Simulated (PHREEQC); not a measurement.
Solution (25 °C): 2.7 mol/kgw NaOH and 0.59 mol/kgw CaCl2. Closed to the air; pH follows from the charge balance.

Computed with PHREEQC (Pitzer model, pitzer.dat).

- pH: 14.02
- ionic strength: 4.47 mol/kgw
- activity of water: 0.886
- density: 1.142 g/cm³
- osmotic coefficient: 0.934
- total alkalinity: 2700 meq/kg

```json
[
 {"species": "OH-", "molality": "2.70", "activity": "0.936", "log γ": "-0.460"},
 {"species": "Na+", "molality": "2.70", "activity": "2.77", "log γ": "0.012"},
 {"species": "Cl-", "molality": "1.18", "activity": "0.689", "log γ": "-0.234"},
 {"species": "Ca+2", "molality": "0.590", "activity": "0.0107", "log γ": "-1.741"}
]
```

Precipitation was switched off in this run. The solution is supersaturated, for example in Portlandite, so a real one may precipitate; this is no full list. In brines, pH and single-ion activities rest on the MacInnes convention.
